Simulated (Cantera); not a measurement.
Cantera run:

```python
import numpy as np
import cantera as ct

gas_names = """
    H HO2 H2 H2O H2O2 O OH O2 O3 Si SiH SiH2 SiH3 SiH4 SiO SiO2 Si2 Si3
""".split()
cond_names = """
    H2O(s) H2O(L) Si(cr) Si(L) SiO2(Lqz) SiO2(hqz) SiO2(L)
""".split()


def load(file, names, dense=False):
    # The tables refer to 1 bar. Condensed volumes are neglected.
    table = {s.name: s for s in ct.Species.list_from_file(file)}
    out = []
    for n in names:
        d = dict(table[n].input_data)
        d["thermo"] = dict(d["thermo"], **{"reference-pressure": 1e5})
        if dense:
            d["equation-of-state"] = {"model": "constant-volume", "density": "1e6 g/cm^3"}
        out.append(ct.Species.from_dict(d))
    return out


gas = ct.Solution(thermo="ideal-gas", species=load("nasa_gas.yaml", gas_names))
cond = {s.name: ct.Solution(thermo="fixed-stoichiometry", species=[s], name=s.name)
        for s in load("nasa_condensed.yaml", cond_names, dense=True)}
atoms = {
    'SiH4': {'Si': 1, 'H': 4},
    'H2O': {'H': 2, 'O': 1},
    'H2': {'H': 2},
}
top_T = {}  # K; cautious upper limits of use, not melting points


def equilibrate(T, P, feed):
    n = {}
    for name, mol in feed.items():
        for a, k in atoms[name].items():
            n[a] = n.get(a, 0.0) + k * mol
    gas.TPX = T, P, n
    mass = sum(n.values()) * gas.mean_molecular_weight
    gas.equilibrate("TP")
    valid = [c for c in cond.values() if c.min_temp <= T <= top_T.get(c.name, c.max_temp)]
    mix = ct.Mixture([(gas, mass / gas.mean_molecular_weight)] + [(c, 0.0) for c in valid])
    mix.T, mix.P = T, P
    mix.equilibrate("TP", solver="vcs", rtol=1e-11, max_steps=5000)
    return mix


results = []
feed = {'SiH4': 1, 'H2O': 0.28, 'H2': 18}  # mol
T = 1623.15  # K
P = 13332.2  # Pa
mix = equilibrate(T, P, feed)
results.append((T, P, feed, dict(zip(mix.species_names, mix.species_moles))))
print(gas.report(threshold=0.0001))
for i in range(1, mix.n_phases):
    print(f"{mix.phase(i).name:16s} {mix.phase_moles(i):12.5e} mol")
```

It prints:

```
       temperature   1623.2 K
          pressure   13332 Pa
           density   0.0025574 kg/m^3
  mean mol. weight   2.5888 kg/kmol
   phase of matter   gas

                          1 kg             1 kmol
                     ---------------   ---------------
          enthalpy        1.5104e+07        3.9101e+07  J
   internal energy        9.8908e+06        2.5605e+07  J
           entropy             77265        2.0002e+05  J/K
    Gibbs function       -1.1031e+08       -2.8556e+08  J
 heat capacity c_p             12707             32896  J/K
 heat capacity c_v            9495.3             24581  J/K

                      mass frac. Y      mole frac. X     chem. pot. / RT
                     ---------------   ---------------   ---------------
                 H        7.3308e-05        0.00018827           -10.432
                H2           0.76799           0.98619           -20.865
               SiO           0.23181          0.013613           -42.676
     [  +15 minor]        0.00013285        1.3478e-05

Si(cr)            7.19924e-01 mol
SiO2(hqz)         0.00000e+00 mol
```

These are equilibrium values from Cantera (NASA tables, ideal gas, pure condensed phases), not measurements of a reactor.
